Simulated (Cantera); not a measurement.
Silicon etching in halogen gases: Si + Br₂ + H₂

Feed: 1 mol Si, 0.6 mol Br₂, 31 mol H₂, held at 2.20e-5 bar.

Method: chemical equilibrium by Gibbs-energy minimisation in Cantera with the NASA 1993 tables (ideal gas, pure condensed phases). Candidate condensed phases: Br₂, Si; 19 gas species. The tables' values for SiBr, SiBr₃ are old estimates; treat these amounts as uncertain. Rates play no part.

```
T (K)   x H₂    x HBr      x Br       x H  n Si(s)
-----  -----  -------  --------  --------  -------
675    0.987  0.00412  5.36e-10  1.32e-12    0.731
775    0.978   0.0164   6.85e-8  2.09e-10    0.826
875    0.966   0.0327   2.01e-6   1.05e-8    0.945
975    0.963   0.0352   1.84e-5   2.39e-7    0.958
1075   0.964   0.0346  0.000104   3.07e-6    0.949
1175   0.964   0.0338  0.000433   2.57e-5    0.941
1275   0.964   0.0325   0.00142  0.000154    0.936
1375   0.963   0.0301   0.00377  0.000717    0.935
1475   0.961   0.0261   0.00815   0.00271    0.934
1575   0.952   0.0205    0.0143   0.00865    0.865
```
x: gas mole fraction; n: condensed amount in mol.

From 675 K to 1575 K the condensed part is Si(s). The main Si-bearing gas is SiBr₄ at 675 K and Si at 1575 K. The share of Si in condensed phases is highest at 975 K (95.8 %) and lowest at 675 K (73.1 %).
